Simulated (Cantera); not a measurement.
Charge: 1 mol KCl, 0.42 mol HCl, 0.27 mol N2, at 7.50 Torr.

Method: chemical equilibrium by Gibbs-energy minimisation in Cantera with the NASA 1993 tables (ideal gas, pure condensed phases). Candidate condensed phases: K, KCl, NH4Cl; 17 gas species. Kinetics and transport are ignored.

### Question
Which condensed phases are stable at each of these points (T (°C)): 350, 550, 750, 950, 1150, 1350, 1550, 1750, 1950?

### Answer
| T (°C) | condensed phases | K condensed (%) |
|---|---|---|
| 350 | KCl(s) | 100.0 |
| 550 | KCl(s) | 100.0 |
| 750 | KCl(s) | 96.9 |
| 950 | gas only | 0.0 |
| 1150 | gas only | 0.0 |
| 1350 | gas only | 0.0 |
| 1550 | gas only | 0.0 |
| 1750 | gas only | 0.0 |
| 1950 | gas only | 0.0 |

From 350 °C to 750 °C the condensed part is KCl(s). From 950 °C to 1950 °C nothing is condensed.
